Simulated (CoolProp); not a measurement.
Properties of carbonyl sulfide along the isotherm 620 K.

Computed with CoolProp (reference Helmholtz-energy equation of state, Lemmon 2006). It is a short technical equation, of lower accuracy than the large ones.

| p (MPa) | phase | density (kg/m³) | cv (kJ/(kg K)) | Joule-Thomson coefficient (K/MPa) | isothermal compressibility (1/MPa) |
|---|---|---|---|---|---|
| 0.318 | gas | 3.718 | 0.7218 | 3.964 | 3.154 |
| 0.637 | gas | 7.470 | 0.7224 | 3.957 | 1.580 |
| 0.955 | gas | 11.23 | 0.7230 | 3.950 | 1.057 |
| 1.27 | gas | 14.99 | 0.7235 | 3.942 | 0.7971 |
| 1.59 | gas | 18.82 | 0.7242 | 3.934 | 0.6386 |
| 1.91 | gas | 22.68 | 0.7248 | 3.925 | 0.5332 |
| 2.23 | gas | 26.56 | 0.7254 | 3.916 | 0.4580 |
| 2.55 | gas | 30.46 | 0.7260 | 3.906 | 0.4017 |
| 2.87 | gas | 34.39 | 0.7266 | 3.896 | 0.3579 |
| 3.18 | gas | 38.22 | 0.7272 | 3.886 | 0.3239 |
